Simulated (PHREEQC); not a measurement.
0.26 g of hydrous ferric oxide (600 m²/g; 0.2 weak and 0.005 strong sites per Fe, Dzombak-Morel constants, diffuse double layer) in 1 kg of water with 0.05 mol/kgw of an inert sodium salt and 1.6e-06 mol/kgw PbCl2, at 25 °C; the pH is set by adding NaOH or the inert anion's acid. Oxygen is held at 0.21 atm. CO2 from the air is kept out. Precipitation was switched off in this run.

Base run: PHREEQC, ion-association model, wateq4f.dat. Each further column changes one thing. The table gives surface charge σ (C/m²).

```csv
pH,base,background salt from 0.05 to 0.005 mol/kgw,oxide from 0.26 to 1.3 g/kgw,0.00068 mol/kgw CaCl2 added
3,0.357,?,0.357,0.358
3.5,0.335,0.244,0.336,0.336
4,0.294,0.184,0.295,0.296
4.5,0.239,0.132,0.239,0.241
5,0.181,?,0.181,0.183
5.5,0.130,?,0.130,0.132
6,0.089,0.038,0.089,0.090
6.5,0.058,?,0.058,0.059
7,0.034,?,0.034,0.036
7.5,0.017,0.006,0.017,0.019
8,0.003,0.001,0.003,0.006
8.5,-0.010,?,-0.010,-0.002
9,-0.026,-0.009,-0.026,-0.006
```

Fill in the missing entries.


- 3, background salt from 0.05 to 0.005 mol/kgw: 0.304
- 5, background salt from 0.05 to 0.005 mol/kgw: 0.091
- 5.5, background salt from 0.05 to 0.005 mol/kgw: 0.060
- 6.5, background salt from 0.05 to 0.005 mol/kgw: 0.023
- 7, background salt from 0.05 to 0.005 mol/kgw: 0.013
- 8.5, background salt from 0.05 to 0.005 mol/kgw: -0.004

The oxide is taken as insoluble; below pH 4 it would dissolve.
